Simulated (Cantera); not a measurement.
Hydrocarbon pyrolysis for carbon deposition

An isothermal, constant-pressure homogeneous reactor starts with CH4 : H2 = 1.3 : 2.6 (molar parts), at 1725 K and 10.00 Torr.

Cantera simulation using GRI-Mech 3.0 (53 species, 325 reactions); the numbers are that mechanism's predictions, not measurements. GRI-Mech 3.0 stops at C3 and has no aromatics, soot or wall deposition, so with more carbon than oxygen in the feed, carbon stays in small species such as C2H2 where larger ones or solid carbon would form. Radical loss at walls, strong at low pressure, is not modelled.

| t (s) | x CH4 | x H2 | x H | x C2H4 | x CH3 | x C2H6 | x CH2 |
|---|---|---|---|---|---|---|---|
| 8.00e-5 | 0.333 | 0.667 | 2.99e-6 | 3.43e-10 | 2.18e-5 | 1.69e-10 | 4.53e-11 |
| 0.000278 | 0.333 | 0.667 | 8.52e-6 | 2.39e-8 | 7.77e-5 | 8.28e-9 | 7.93e-10 |
| 0.000969 | 0.333 | 0.667 | 2.78e-5 | 1.17e-6 | 0.000272 | 3.00e-7 | 1.07e-8 |
| 0.00337 | 0.332 | 0.667 | 9.51e-5 | 4.99e-5 | 0.000943 | 6.83e-6 | 1.22e-7 |
| 0.0117 | 0.324 | 0.670 | 0.000335 | 0.00165 | 0.00320 | 8.19e-5 | 1.14e-6 |
| 0.0409 | 0.243 | 0.719 | 0.000680 | 0.00560 | 0.00454 | 0.000137 | 2.54e-6 |
| 0.142 | 0.117 | 0.800 | 0.000832 | 0.00139 | 0.00242 | 3.66e-5 | 1.71e-6 |
| 0.495 | 0.0359 | 0.851 | 0.00108 | 0.000206 | 0.000918 | 4.60e-6 | 9.70e-7 |
| 1.72 | 0.00777 | 0.869 | 0.00138 | 6.60e-5 | 0.000250 | 2.89e-7 | 3.89e-7 |
| 6.00 | 0.00174 | 0.872 | 0.00150 | 5.82e-5 | 6.07e-5 | 1.64e-8 | 1.08e-7 |
x: mole fraction; the columns are a selection and need not sum to one.

Equilibrium at this temperature and pressure: CH4 0.000397, H2 0.873, H 0.00151, C2H4 5.80e-5, CH3 1.39e-5, C2H6 1.32e-9, CH2 2.55e-8 (gas phase only).
